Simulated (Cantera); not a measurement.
Input: 1 mol C2H5OH, 0.11 mol O2, held at 70.0 bar.

Equilibrium computed with Cantera from the NASA thermochemical tables; the gas is ideal and each condensed phase is pure. Candidate condensed phases: C, C6H6, C7H8, C8H18, H2O; 110 gas species. The ideal-gas law is rough above about 30 bar. Kinetics and transport are ignored.

Question: At 2723 K, list the 4 most abundant gas species with their mole fractions, and the condensed phases.

Answer: H2 0.682, CO 0.289, C2H2 (acetylene) 0.0175, H 0.00611. Condensed: C(graphite).
